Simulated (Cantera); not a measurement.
A closed system holds: 1 mol Si, 1.3 mol F2, at 825 K and 4.00 mbar.

These are equilibrium values from Cantera (NASA tables, ideal gas, pure condensed phases), not measurements of a reactor. Candidate condensed phases: Si; 9 gas species. The tables' values for SiF3 are old estimates; treat these amounts as uncertain. Kinetics and transport are ignored.

Problem. What is the equilibrium state?

Solution. 
```json
{
  "x(SiF4)": "1.000",
  "x(SiF3)": "0.000105",
  "n(Si(s))": "0.350 mol",
  "gas_amount": "0.6500 mol"
}
```
